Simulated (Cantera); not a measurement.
A perfectly stirred reactor is fed with C₂H₆ : N₂ = 1 : 31 (molar parts), at 825 Torr; it is held at 1825 K, and followed from long to short residence time.

Computed with Cantera and GRI-Mech 3.0 (53 species, 325 reactions). GRI-Mech 3.0 stops at C3 and has no aromatics, soot or wall deposition, so with more carbon than oxygen in the feed, carbon stays in small species such as C2H2 where larger ones or solid carbon would form.

One state of this run: x C₂H₆ = 1.22e-6; x CH₂ = 1.46e-7; x C₂H₂ = 0.0285; x C₂H = 5.42e-7; x C₂H₄ = 4.20e-5; x H = 0.000110; x CH₃ = 6.69e-5. x: mole fraction; the columns are a selection and need not sum to one.

Problem. Which value of τ (s) does it belong to?
A. 1.6
B. 0.62
C. 0.0062
D. 0.016

Solution. B, 0.62
